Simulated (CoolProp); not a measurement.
Properties of methanol at several states.

Model: reference Helmholtz-energy equation of state, de Reuck 1993, in CoolProp.

```json
[
 {"T (K)": "438.5", "p (bar)": "260", "phase": "liquid", "speed of sound (m/s)": "(withheld)", "Joule-Thomson coefficient (K/MPa)": "-0.09420", "conductivity (mW/(m K))": "186", "fugacity coefficient": "0.08717"},
 {"T (K)": "485.3", "p (bar)": "0.681", "phase": "gas", "speed of sound (m/s)": "382.3", "Joule-Thomson coefficient (K/MPa)": "15.13", "conductivity (mW/(m K))": "36.2", "fugacity coefficient": "0.9967"},
 {"T (K)": "553.4", "p (bar)": "109", "phase": "supercritical", "speed of sound (m/s)": "282.9", "Joule-Thomson coefficient (K/MPa)": "6.622", "conductivity (mW/(m K))": "89.2", "fugacity coefficient": "0.6854"},
 {"T (K)": "578.2", "p (bar)": "40.9", "phase": "gas", "speed of sound (m/s)": "376.8", "Joule-Thomson coefficient (K/MPa)": "6.304", "conductivity (mW/(m K))": "57.2", "fugacity coefficient": "0.8999"},
 {"T (K)": "426.5", "p (bar)": "98.7", "phase": "liquid", "speed of sound (m/s)": "(withheld)", "Joule-Thomson coefficient (K/MPa)": "-0.04550", "conductivity (mW/(m K))": "(withheld)", "fugacity coefficient": "0.1457"},
 {"T (K)": "474.5", "p (bar)": "1.33", "phase": "gas", "speed of sound (m/s)": "377.6", "Joule-Thomson coefficient (K/MPa)": "17.03", "conductivity (mW/(m K))": "34.9", "fugacity coefficient": "0.9929"}
]
```

Q: Complete the blanks.

A: 
- 438.5, speed of sound (m/s): 880.3
- 426.5, speed of sound (m/s): 773.6
- 426.5, conductivity (mW/(m K)): 180

Thermal conductivity comes from a separate model (Sykioti 2013).
